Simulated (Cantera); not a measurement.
Mixture: C3H8 : O2 : N2 = 1 : 5.26 : 19.8 (molar parts), equivalence ratio 0.95, at 5.00 bar, adiabatic and at constant volume. Ignition delay is the time to a rise of 400 K.

Computed with Cantera and GRI-Mech 3.0 (53 species, 325 reactions). GRI-Mech 3.0 was tuned for natural gas; its chemistry of propane as a main component is partial and can be far from experiment.

Task: What does this change do: N2 19.8 to 54 parts?

Result: 
| quantity | before | after |
|---|---|---|
| delay at 1075 K | 30.5 ms | 64.1 ms |
| delay at 1275 K | 0.630 ms | 1.19 ms |
| delay at 1475 K | 35.4 µs | 67.5 µs |
| delay at 1675 K | 6.13 µs | 11.6 µs |
| apparent activation energy between 1575 and 1775 K | 160 kJ/mol | 160 kJ/mol |

Task: What does this change do: 1.4 parts H2 added?

Result: 
| quantity | before | after |
|---|---|---|
| delay at 1075 K | 30.5 ms | 2.97 ms |
| delay at 1275 K | 0.630 ms | 0.263 ms |
| delay at 1475 K | 35.4 µs | 25.6 µs |
| delay at 1675 K | 6.13 µs | 5.20 µs |
| apparent activation energy between 1575 and 1775 K | 160 kJ/mol | 150 kJ/mol |
